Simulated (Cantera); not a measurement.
What does this Cantera script print?

```python
import numpy as np
import cantera as ct

gas_names = """
    H HNO HNO2 HNO3 HO2 H2 H2O H2O2 N NH NH2 NH3 NH2OH NO NO2 NO3 N2 N2H2 N2H4 N2O O OH O2 O3 Si SiH
    SiH2 SiH3 SiH4 SiN SiO SiO2 Si2 Si2N Si3
""".split()
cond_names = """
    H2O(s) H2O(L) Si(cr) Si(L) SiO2(Lqz) SiO2(hqz) SiO2(L) Si2N2O(s) Si3N4(a)
""".split()


def load(file, names, dense=False):
    # The tables refer to 1 bar. Condensed volumes are neglected.
    table = {s.name: s for s in ct.Species.list_from_file(file)}
    out = []
    for n in names:
        d = dict(table[n].input_data)
        d["thermo"] = dict(d["thermo"], **{"reference-pressure": 1e5})
        if dense:
            d["equation-of-state"] = {"model": "constant-volume", "density": "1e6 g/cm^3"}
        out.append(ct.Species.from_dict(d))
    return out


gas = ct.Solution(thermo="ideal-gas", species=load("nasa_gas.yaml", gas_names))
cond = {s.name: ct.Solution(thermo="fixed-stoichiometry", species=[s], name=s.name)
        for s in load("nasa_condensed.yaml", cond_names, dense=True)}
atoms = {
    'Si2H6': {'Si': 2, 'H': 6},
    'NO': {'N': 1, 'O': 1},
    'H2': {'H': 2},
    'O3': {'O': 3},
}
top_T = {'Si2N2O(s)': 2100, 'Si3N4(a)': 2400}  # K; cautious upper limits of use, not melting points


def equilibrate(T, P, feed):
    n = {}
    for name, mol in feed.items():
        for a, k in atoms[name].items():
            n[a] = n.get(a, 0.0) + k * mol
    gas.TPX = T, P, n
    mass = sum(n.values()) * gas.mean_molecular_weight
    gas.equilibrate("TP")
    valid = [c for c in cond.values() if c.min_temp <= T <= top_T.get(c.name, c.max_temp)]
    mix = ct.Mixture([(gas, mass / gas.mean_molecular_weight)] + [(c, 0.0) for c in valid])
    mix.T, mix.P = T, P
    mix.equilibrate("TP", solver="vcs", rtol=1e-11, max_steps=5000)
    return mix


results = []
feed = {'Si2H6': 1, 'NO': 7.8, 'H2': 0.5, 'O3': 0.054}  # mol
P = 760  # Pa
for T in [648, 698, 748, 798, 848, 898, 948, 998, 1048, 1098]:
    mix = equilibrate(T, P, feed)
    results.append((T, P, feed, dict(zip(mix.species_names, mix.species_moles))))

top = {s: max(r[3][s] / sum(r[3][g] for g in gas_names) for r in results) for s in gas_names}
cols = sorted((s for s in top if top[s] > 0.001), key=lambda s: -top[s])[:8]
seen = [c for c in cond_names if any(r[3].get(c, 0) > 1e-12 for r in results)]
print("log10 of partial pressures in bar; condensed amounts in mol")
print(f"{'T/K':>10s}" + "".join(f"{s[:9]:>10s}" for s in cols + seen))
for T, P, feed, n in results:
    ng = sum(n[g] for g in gas_names)
    print(f"{T:10.4g}" + "".join(f"{np.log10(max(n[s] / ng * P / 1e5, 1e-99)):10.3f}" for s in cols)
          + "".join(f"{n.get(c, 0):10.4g}" for c in seen))
```

Output:

```
log10 of partial pressures in bar; condensed amounts in mol
       T/K        N2       H2O        O2 SiO2(Lqz) SiO2(hqz)
       648    -2.411    -2.458    -3.638         2         0
       698    -2.411    -2.458    -3.638         2         0
       748    -2.411    -2.458    -3.638         2         0
       798    -2.411    -2.458    -3.638         2         0
       848    -2.411    -2.458    -3.638         0         2
       898    -2.411    -2.458    -3.638         0         2
       948    -2.411    -2.458    -3.638         0         2
       998    -2.411    -2.458    -3.638         0         2
      1048    -2.411    -2.458    -3.638         0         2
      1098    -2.411    -2.458    -3.638         0         2
```

Equilibrium computed with Cantera from the NASA thermochemical tables; the gas is ideal and each condensed phase is pure. The feed counts by its element totals alone.
